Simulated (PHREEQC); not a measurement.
Solution (75 °C): 0.2 mol/kgw (NH4)2HPO4 and 0.071 mol/kgw Na2S. Closed to the air; pH follows from the charge balance.

The numbers come from PHREEQC with the ion-association model, phreeqc.dat.

No solid was allowed to form.

**Question.** Estimate the pH.

**Answer.** pH 7.70.

**Question.** In which forms is N present?

**Answer.** NH4+ 79 %, NH3 21 % of the N.

Species that the database lacks are ignored. At this temperature some constants are extrapolated from 25 °C, and those without enthalpy data are left unchanged.
